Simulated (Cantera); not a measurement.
An isothermal, constant-pressure homogeneous reactor starts with H₂ : O₂ : N₂ = 0.32 : 1 : 2.9 (molar parts), at 1000 K and 950 Pa.

Computed with Cantera and the H2/O2 subset of GRI-Mech 3.0, which has no nitrogen chemistry. Radical loss at walls, strong at low pressure, is not modelled. The temperature is held fixed by assumption; the heat of reaction is taken as removed at once.

x: mole fraction; the columns are a selection and need not sum to one.

```
t (s)         x H₂   x O₂       x H     x H₂O      x OH
--------  --------  -----  --------  --------  --------
2.00e-6     0.0758  0.237    <1e-12    <1e-12    <1e-12
8.51e-6     0.0758  0.237  1.05e-12    <1e-12    <1e-12
3.62e-5     0.0758  0.237  4.41e-12    <1e-12    <1e-12
0.000154    0.0758  0.237  1.82e-11    <1e-12  1.24e-12
0.000656    0.0758  0.237  9.01e-11  3.43e-11  1.19e-11
0.00279     0.0758  0.237   2.19e-9   2.77e-9  3.58e-10
0.0119      0.0752  0.237  0.000299  0.000431       [?]
0.0505     0.00252  0.203    0.0166    0.0658       [?]
0.215     0.000341  0.206  0.000690    0.0778       [?]
0.915      1.15e-5  0.207   4.05e-6    0.0788       [?]
3.89       7.04e-7  0.207   7.18e-8    0.0788       [?]
16.6       8.69e-8  0.207   3.49e-9    0.0788       [?]
70.5       1.52e-8  0.207  2.68e-10    0.0788       [?]
300        3.09e-9  0.207  2.54e-11    0.0788       [?]
```

Complete the blanks.


- 0.0119, x OH: 4.93e-5
- 0.0505, x OH: 0.00130
- 0.215, x OH: 0.000447
- 0.915, x OH: 7.87e-5
- 3.89, x OH: 2.06e-5
- 16.6, x OH: 7.52e-6
- 70.5, x OH: 3.20e-6
- 300, x OH: 1.46e-6
